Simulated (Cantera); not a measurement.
Charge: 1 mol NH₃, 0.14 mol SO₂, 0.25 mol O₂, held at 1675 K and 62000 Pa.

Cantera equilibrium calculation (NASA polynomials, part measured and part estimated; ideal gas, pure solids and liquids). Candidate condensed phases: H₂O, H₂SO₄, S; 35 gas species. Kinetics and transport are ignored.

Base state: H₂O 0.382, H₂ 0.314, N₂ 0.247, H₂S 0.0437, S₂ 0.0109, SH 0.00176, SO₂ 0.00135, SO 0.000318 (mole fractions); condensed: gas only.

Task: What changes in the equilibrium state with this change: 0.2 mol CO₂ added?

Result: 
```tsv
species	before	after
H₂O	0.382	0.402
H₂	0.314	0.234
N₂	0.247	0.224
CO	0	0.0588
CO₂	0	0.0304
H₂S	0.0437	0.0339
S₂	0.0109	0.0117
COS	0	0.000291
SO₂	0.00135	0.00279
S₂O	5.31e-5	8.05e-5
SO	0.000318	0.000464
```
Further candidate phases: C, C₆H₆, C₇H₈, C₈H₁₈.
